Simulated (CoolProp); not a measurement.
Properties of dimethyl carbonate along the isobar 0.575 MPa (Tc = 557.0 K, pc = 4.909 MPa, ω = 0.346).

Computed with CoolProp (reference Helmholtz-energy equation of state, Zhou 2011).

| T (K) | phase | density (kg/m³) | Joule-Thomson coefficient (K/MPa) | fugacity coefficient |
|---|---|---|---|---|
| 295.7 | liquid | 1067 | -0.3252 | 0.01131 |
| 332.4 | liquid | 1018 | … | 0.05929 |
| 369.2 | liquid | 966.2 | -0.2351 | 0.2082 |
| 406 | liquid | 910.8 | -0.1578 | 0.5484 |
| 442.8 | gas | 15.48 | 14.51 | 0.9163 |
| 479.5 | gas | … | 10.97 | 0.9352 |
| 516.3 | gas | 12.75 | 8.656 | … |
| 553.1 | gas | … | 7.068 | 0.9590 |

Question: What belongs in the gaps?

Answer: 
- 332.4, Joule-Thomson coefficient (K/MPa): -0.2882
- 479.5, density (kg/m³): 13.95
- 516.3, fugacity coefficient: 0.9489
- 553.1, density (kg/m³): 11.76
